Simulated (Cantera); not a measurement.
What does this Cantera script print?

```python
import numpy as np
import cantera as ct

gas_names = """
    F F2 H HF H2 H2F2 H3F3 H4F4 H5F5 H6F6 H7F7 N NF NF2 NF3 NH NH2 NH3 N2 N2H2 N2H4 Si SiF SiF2 SiF3
    SiF4 SiH SiHF3 SiH2 SiH2F2 SiH3 SiH3F SiH4 SiN Si2 Si2N Si3
""".split()
cond_names = """
    Si(cr) Si(L) Si3N4(a)
""".split()


# ... load() reads the species with a 1 bar reference pressure and builds the phases ...
atoms = {
    'SiF4': {'Si': 1, 'F': 4},
    'NH3': {'N': 1, 'H': 3},
    'N2': {'N': 2},
}
top_T = {'Si3N4(a)': 2400}  # K; cautious upper limits of use, not melting points


# ... equilibrate(T, P, feed) seeds the gas with the atoms and calls Mixture.equilibrate('TP', solver="vcs", rtol=1e-11, max_steps=5000) ...
results = []
feed = {'SiF4': 1, 'NH3': 0.26, 'N2': 20}  # mol
P = 13332.2  # Pa
for T in [748, 823, 898, 973, 1048, 1123, 1198]:
    mix = equilibrate(T, P, feed)
    results.append((T, P, feed, dict(zip(mix.species_names, mix.species_moles))))

top = {s: max(r[3][s] / sum(r[3][g] for g in gas_names) for r in results) for s in gas_names}
cols = sorted((s for s in top if top[s] > 1e-06), key=lambda s: -top[s])[:9]
seen = [c for c in cond_names if any(r[3].get(c, 0) > 1e-12 for r in results)]
print("log10 of partial pressures in bar; condensed amounts in mol")
print(f"{'T/K':>10s}" + "".join(f"{s[:9]:>10s}" for s in cols + seen))
for T, P, feed, n in results:
    ng = sum(n[g] for g in gas_names)
    print(f"{T:10.4g}" + "".join(f"{np.log10(max(n[s] / ng * P / 1e5, 1e-99)):10.3f}" for s in cols)
          + "".join(f"{n.get(c, 0):10.4g}" for c in seen))
```

It prints:

```
log10 of partial pressures in bar; condensed amounts in mol
       T/K        N2      SiF4        H2        HF      SiF3     SiHF3       NH3  Si3N4(a)
       748    -0.904    -2.208    -2.617    -6.074    -9.790    -6.828    -6.659 9.335e-06
       823    -0.904    -2.208    -2.617    -5.642    -8.600    -6.385    -7.000 2.507e-05
       898    -0.904    -2.208    -2.617    -5.284    -7.610    -6.017    -7.288 5.669e-05
       973    -0.904    -2.208    -2.618    -4.982    -6.774    -5.707    -7.534 0.0001115
      1048    -0.904    -2.209    -2.619    -4.724    -6.059    -5.443    -7.748 0.0001934
      1123    -0.904    -2.209    -2.620    -4.502    -5.442    -5.215    -7.935 0.0002923
      1198    -0.904    -2.210    -2.622    -4.309    -4.903    -5.016    -8.100  0.000362
```

Equilibrium computed with Cantera from the NASA thermochemical tables; the gas is ideal and each condensed phase is pure. The tables' values for SiF3 are old estimates; treat these amounts as uncertain.
